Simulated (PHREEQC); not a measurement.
Solution (60 °C): 7.9 mmol/kgw HF, 18 mmol/kgw (CH3)4NF and 0.034 mmol/kgw HCl. Closed to the air; pH follows from the charge balance.

All values are PHREEQC results (ion-association model, wateq4f.dat), not measurements.

Precipitation was switched off in this run.

Problem. Order these F species by the share of F that they hold, largest first: HF2-, HF, F-, H2F2.

Solution. F- (68 %), HF (28 %), HF2- (4.3 %), H2F2 (0.27 %)

The pH is 3.79 and the ionic strength 0.0182 mol/kgw. Species that the database lacks are ignored. (CH3)4N+ isn't in the database: it is added as a free cation with an ion size of 4 Å. Away from 25 °C the constants follow the database's enthalpies or fits; those with neither stay at their 25 °C values.
